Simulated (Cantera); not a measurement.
Input: 1 mol TiO2, 2.2 mol CH4, 0.011 mol CO, equilibrated at 2200 K.

Method: chemical equilibrium by Gibbs-energy minimisation in Cantera with the NASA 1993 tables (ideal gas, pure condensed phases). Candidate condensed phases: C, C6H6, C7H8, C8H18, H2O, Ti, TiC, TiO, TiO2, Ti2O3, Ti3O5, Ti4O7; 113 gas species. Mutual solubility and eutectic melting of coexisting phases are not modelled. TiC, TiO: taken at fixed stoichiometry. Condensed phases not in the tables: solid solutions among these carbides, nitrides and lower oxides. Kinetics and transport are ignored.

Question: At 3200 Pa, list the 5 most abundant gas species with their mole fractions, and the condensed phases.

Answer: H2 0.709, CO 0.264, H 0.0265, TiO 0.000364, Ti 0.000180. Condensed: TiC(s) + TiO(l).
